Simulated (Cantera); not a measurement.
**Carbon deposition, reforming and gasification: C6H6 + CO2**

Input: 1 mol C6H6, 4.1 mol CO2, equilibrated at 2473 K and 7.50 Torr.

These are equilibrium values from Cantera (NASA tables, ideal gas, pure condensed phases), not measurements of a reactor. Candidate condensed phases: C, C6H6, C7H8, C8H18, H2O; 110 gas species. Kinetics and transport are ignored.

```
Quantity                Result
-------------------  ---------
x(CO)                    0.695
x(H2)                    0.202
x(H)                     0.100
x(C2H2 (acetylene))    0.00195
x(C2H)                 6.55e-5
x(C3)                  3.25e-5
x(C)                   1.14e-5
x(C4H2)                7.76e-6
x(C2)                  2.98e-6
n(C(graphite))        1.85 mol
gas amount           11.79 mol
```
